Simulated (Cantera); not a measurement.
Charge: 1 mol CH3Cl, held at 0.0120 bar.

Method: chemical equilibrium by Gibbs-energy minimisation in Cantera with the NASA 1993 tables (ideal gas, pure condensed phases). Candidate condensed phases: C, C6H6, C7H8, C8H18; 103 gas species. Ions and electrons are included (thermal ionisation). The tables' values for CCl are old estimates; treat these amounts as uncertain. The numbers say what is thermodynamically allowed, not how fast it happens. All values below are at 2727 °C.

Base state: H 0.524, Cl 0.217, H2 0.132, HCl 0.0801, C3 0.0260, C2H2 (acetylene) 0.00821, C2H 0.00560, C 0.00422 (mole fractions); condensed: C(graphite).

Problem. What changes in the equilibrium state with this change: CH3Cl replaced by CF4?

Solution. 
```tsv
species	before	after
F	0	0.822
CF	0	0.0951
CF2	0	0.0491
H	0.524	0
Cl	0.217	0
H2	0.132	0
HCl	0.0801	0
C3	0.0260	0.0260
C2H2 (acetylene)	0.00821	0
C2H	0.00560	0
C4H2	0.000213	0
C2HCl	0.000112	0
C(graphite), mol	0.599	0.0764
```
